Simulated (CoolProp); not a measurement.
A closed Brayton cycle with nitrogen: compressor inlet 308.15 K and 6.2 MPa, high pressure 15 MPa, turbine inlet 955 K, compressor efficiency 0.89, turbine efficiency 0.9, recuperator effectiveness 0.8 (on enthalpy, no pinch check). Each further row changes one setting.

Model: reference Helmholtz-energy equation of state, Span 2000, in CoolProp.

```
case                           thermal efficiency (%)  net work (kJ/kg)  compressor to turbine work  compressor exit (K)  turbine exit (K)
-----------------------------  ----------------------  ----------------  --------------------------  -------------------  ----------------
as stated                                        34.7               102                        0.51                409.3             777.9
turbine inlet 905 K                               [?]              91.5                        0.54                409.3             735.6
compressor inlet 318.15 K                        33.8               [?]                        0.53                422.5             777.9
high pressure 12.8 MPa                            [?]               [?]                         [?]                389.2             807.2
recuperator effectiveness 0.5                     [?]               102                        0.51                409.3             777.9
```

Fill in the missing entries.


- turbine inlet 905 K, thermal efficiency (%): 33.3
- compressor inlet 318.15 K, net work (kJ/kg): 98.7
- high pressure 12.8 MPa, thermal efficiency (%): 33.0
- high pressure 12.8 MPa, net work (kJ/kg): 89.5
- high pressure 12.8 MPa, compressor to turbine work: 0.49
- recuperator effectiveness 0.5, thermal efficiency (%): 24.6
